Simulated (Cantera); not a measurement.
A closed system holds: 1 mol B2O3, 2 mol H2O, equilibrated at 1148.15 K and 750 Torr.

Equilibrium computed with Cantera from the NASA thermochemical tables; the gas is ideal and each condensed phase is pure. Candidate condensed phases: B, B2O3, B3O3H3, H2O; 23 gas species. Gases not in the tables: H3BO3. The numbers say what is thermodynamically allowed, not how fast it happens.

Base state: H2O 0.986, (HBO2)3 0.0140, HBO2 0.000381 (mole fractions); condensed: B2O3(l).

Task: What changes in the equilibrium state with this change: temperature from 1148.15 K to 950 K?

Result: 
```csv
species,before,after
H2O,0.986,0.966
(HBO2)3,0.0140,0.0344
HBO2,0.000381,8.53e-6
"B2O3(l), mol",0.958,0.899
```
